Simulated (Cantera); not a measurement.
Input (Python, Cantera) and output of one run.

```python
import numpy as np
import cantera as ct

gas_names = """
    B BCL BCLF BCL2 BCL3 BF BF2 BF3 BH BHF2 BH2 BH3 BN B2 CL CLF CLF3 CL2 F F2 H HCL HF H2 H2F2 H3F3
    H4F4 H5F5 H6F6 H7F7 N NF NF2 NF3 NH NH2 NH3 N2 N2H2 N2H4
""".split()
cond_names = """
    B(b) B(L) BN(s) NH4CL(a) NH4CL(b)
""".split()


# ... load() reads the species with a 1 bar reference pressure and builds the phases ...
atoms = {
    'BN': {'B': 1, 'N': 1},
    'F2': {'F': 2},
    'H2': {'H': 2},
    'Cl2': {'CL': 2},
}
top_T = {'BN(s)': 3200}  # K; cautious upper limits of use, not melting points


# ... equilibrate(T, P, feed) seeds the gas with the atoms and calls Mixture.equilibrate('TP', solver="vcs", rtol=1e-11, max_steps=5000) ...
results = []
feed = {'BN': 1, 'F2': 11, 'H2': 5.1, 'Cl2': 37}  # mol
P = 25000  # Pa
for T in [923, 973, 1023, 1073, 1123, 1173, 1223, 1273, 1323]:
    mix = equilibrate(T, P, feed)
    results.append((T, P, feed, dict(zip(mix.species_names, mix.species_moles))))
    x = sorted(zip(gas.X, gas.species_names), reverse=True)
    print(f"T = {T:g} K  P = {P:g} Pa  gas = {mix.phase_moles(0):.4g} mol")
    print("   x: " + "  ".join(f"{s} {v:.3e}" for v, s in x if v > 1e-06))
    print("   condensed (mol): " + ("  ".join(f"{mix.phase(i).name} {mix.phase_moles(i):.4g}"
          for i in range(1, mix.n_phases) if mix.phase_moles(i) > 1e-12) or "none"))
```

It prints:

```
T = 923 K  P = 25000 Pa  gas = 53.11 mol
   x: CL2 6.138e-01  HF 1.921e-01  CLF 1.657e-01  BF3 1.883e-02  N2 9.415e-03  CL 1.751e-04  F 1.447e-05
   condensed (mol): none
T = 973 K  P = 25000 Pa  gas = 53.11 mol
   x: CL2 6.136e-01  HF 1.920e-01  CLF 1.657e-01  BF3 1.883e-02  N2 9.414e-03  CL 4.019e-04  F 3.518e-05
   condensed (mol): none
T = 1023 K  P = 25000 Pa  gas = 53.12 mol
   x: CL2 6.133e-01  HF 1.920e-01  CLF 1.656e-01  BF3 1.882e-02  N2 9.412e-03  CL 8.516e-04  F 7.851e-05
   condensed (mol): none
T = 1073 K  P = 25000 Pa  gas = 53.15 mol
   x: CL2 6.126e-01  HF 1.919e-01  CLF 1.654e-01  BF3 1.882e-02  N2 9.408e-03  CL 1.683e-03  F 1.626e-04
   condensed (mol): none
T = 1123 K  P = 25000 Pa  gas = 53.19 mol
   x: CL2 6.115e-01  HF 1.918e-01  CLF 1.651e-01  BF3 1.880e-02  N2 9.400e-03  CL 3.133e-03  F 3.159e-04  HCL 1.560e-06
   condensed (mol): none
T = 1173 K  P = 25000 Pa  gas = 53.26 mol
   x: CL2 6.096e-01  HF 1.915e-01  CLF 1.646e-01  BF3 1.877e-02  N2 9.387e-03  CL 5.531e-03  F 5.796e-04  HCL 2.818e-06
   condensed (mol): none
T = 1223 K  P = 25000 Pa  gas = 53.38 mol
   x: CL2 6.066e-01  HF 1.911e-01  CLF 1.639e-01  BF3 1.874e-02  N2 9.368e-03  CL 9.318e-03  F 1.012e-03  HCL 4.848e-06
   condensed (mol): none
T = 1273 K  P = 25000 Pa  gas = 53.55 mol
   x: CL2 6.021e-01  HF 1.905e-01  CLF 1.627e-01  BF3 1.867e-02  CL 1.506e-02  N2 9.337e-03  F 1.688e-03  HCL 7.986e-06  F2 1.037e-06
   condensed (mol): none
T = 1323 K  P = 25000 Pa  gas = 53.8 mol
   x: CL2 5.955e-01  HF 1.896e-01  CLF 1.609e-01  CL 2.342e-02  BF3 1.859e-02  N2 9.293e-03  F 2.705e-03  HCL 1.265e-05  F2 1.471e-06
   condensed (mol): none
```

Method: chemical equilibrium by Gibbs-energy minimisation in Cantera with the NASA 1993 tables (ideal gas, pure condensed phases).
